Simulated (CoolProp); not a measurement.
Saturated liquid density (kg/m³) of CH2F2 (R32): the reference equation beside estimates from Tc = 351.3 K, pc = 5783 kPa, ω = 0.277. Rackett uses Z = 0.29056 − 0.08775 ω.

Values from CoolProp's reference Helmholtz-energy equation of state, Tillner-Roth 1997.

```tsv
T (K)	reference	Rackett	Redlich-Kwong	Soave-Redlich-Kwong	Peng-Robinson
266.2	1079	935.0	796.3	836.3	948.4
268.8	1070	927.7	788.5	828.7	939.9
271.5	1061	920.0	780.3	820.6	930.9
274.2	1052	912.3	772.0	812.3	921.7
276.8	1043	904.7	763.8	804.2	912.5
279.5	1033	896.6	755.1	795.5	902.8
282.2	1023	888.5	746.2	786.6	892.8
284.8	1014	880.4	737.5	777.8	882.8
287.5	1003	872.0	728.3	768.4	872.2
290.2	993.0	863.3	718.8	758.8	861.3
292.8	982.8	854.8	709.5	749.2	850.5
295.5	971.9	845.7	699.6	739.0	838.9
298.2	960.8	836.5	689.4	728.5	826.9
300.8	949.8	827.3	679.4	718.1	815.0
```

Absolute difference from the reference over all 14 rows, mean and median: Rackett 13.1 and 13.2 %, Redlich-Kwong 27.2 and 27.2 %, Soave-Redlich-Kwong 23.3 and 23.2 %, Peng-Robinson 12.9 and 12.8 %.
